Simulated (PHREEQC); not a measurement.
0.017 g of hydrous ferric oxide (600 m²/g; 0.2 weak and 0.005 strong sites per Fe, Dzombak-Morel constants, diffuse double layer) in 1 kg of water with 0.01 mol/kgw of an inert sodium salt, at 25 °C; the pH is set by adding NaOH or the inert anion's acid. Oxygen is held at 0.21 atm. The system is closed to CO2. Precipitation was switched off in this run.

Base run: PHREEQC, ion-association model, wateq4f.dat. Each further column changes one thing. The table gives surface potential ψ (mV).

```tsv
pH	base	background salt from 0.01 to 0.001 mol/kgw	oxide from 0.017 to 0.085 g/kgw	4.7e-06 mol/kgw Ag2SO4 added
4	185	?	185	172
4.75	161	180	161	147
5.5	132	?	132	122
6.25	98	?	98	95
7	61	?	61	?
7.75	20	21	20	20
8.5	-22	-23	-22	-22
9.25	-62	?	-62	-62
10	-100	-107	-100	-98
```

Problem. What belongs in the gaps?

Solution. 
- 4, background salt from 0.01 to 0.001 mol/kgw: 210
- 5.5, background salt from 0.01 to 0.001 mol/kgw: 145
- 6.25, background salt from 0.01 to 0.001 mol/kgw: 106
- 7, background salt from 0.01 to 0.001 mol/kgw: 64
- 7, 4.7e-06 mol/kgw Ag2SO4 added: 60
- 9.25, background salt from 0.01 to 0.001 mol/kgw: -66
